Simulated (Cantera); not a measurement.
A closed system holds: 1 mol MgO, 0.069 mol H2S, 0.64 mol N2, at 1125 K and 10.0 mbar.

Equilibrium computed with Cantera from the NASA thermochemical tables; the gas is ideal and each condensed phase is pure. Candidate condensed phases: H2O, H2SO4, Mg, MgO, Mg(OH)2, MgS, MgSO4, S; 43 gas species. Mutual solubility and eutectic melting of coexisting phases are not modelled. Gases not in the tables: S3 to S7. Rates play no part.

Base state: N2 0.878, H2 0.0550, H2S 0.0372, S2 0.0275, H2O 0.00243, SH 8.63e-5 (mole fractions); condensed: MgO(s) + MgS(s).

Q: What changes in the equilibrium state with this change: temperature from 1125 K to 1850 K?

A: 
```json
[
 {"species": "N2", "before": "0.878", "after": "0.856"},
 {"species": "H2", "before": "0.0550", "after": "0.0851"},
 {"species": "S2", "before": "0.0275", "after": "0.0423"},
 {"species": "H2S", "before": "0.0372", "after": "0.00161"},
 {"species": "Mg", "before": "<1e-9", "after": "0.00384"},
 {"species": "MgS", "before": "<1e-9", "after": "0.000150"},
 {"species": "H", "before": "1.04e-7", "after": "0.00157"},
 {"species": "S", "before": "2.06e-7", "after": "0.00226"},
 {"species": "SO", "before": "1.81e-7", "after": "0.000576"},
 {"species": "MgO(s), mol", "before": "0.998", "after": "0.997"},
 {"species": "MgS(s), mol", "before": "0.00177", "after": "0"}
]
```
